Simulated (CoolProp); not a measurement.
Neopentane along the isotherm 484.3 K: density (kg/m³) from the reference equation and from simpler models built on Tc = 433.7 K, pc = 3.196 MPa, ω = 0.196; each cubic takes its own stable root.

Values from CoolProp's reference Helmholtz-energy equation of state, Lemmon 2006. It is a short technical equation, of lower accuracy than the large ones.

```tsv
p (MPa)	phase	reference	ideal gas	van der Waals	Redlich-Kwong	Soave-Redlich-Kwong	Peng-Robinson
0.0152	gas	0.2727	0.2723	0.2726	0.2727	0.2727	0.2727
0.027	gas	0.4847	0.4838	0.4847	0.4848	0.4847	0.4849
0.0479	gas	0.8613	0.8583	0.8612	0.8614	0.8613	0.8617
0.0853	gas	1.538	1.528	1.538	1.539	1.538	1.539
0.152	gas	2.754	2.723	2.753	2.756	2.754	2.759
0.27	gas	4.937	4.838	4.934	4.942	4.937	4.951
0.479	gas	8.903	8.583	8.892	8.919	8.902	8.949
0.853	gas	16.35	15.28	16.32	16.40	16.34	16.50
1.52	gas	30.96	27.23	30.89	31.13	30.89	31.43
2.7	gas	62.70	48.38	62.97	63.39	62.14	64.17
4.79	supercritical	157.5	85.83	178.2	162.7	149.4	158.2
```
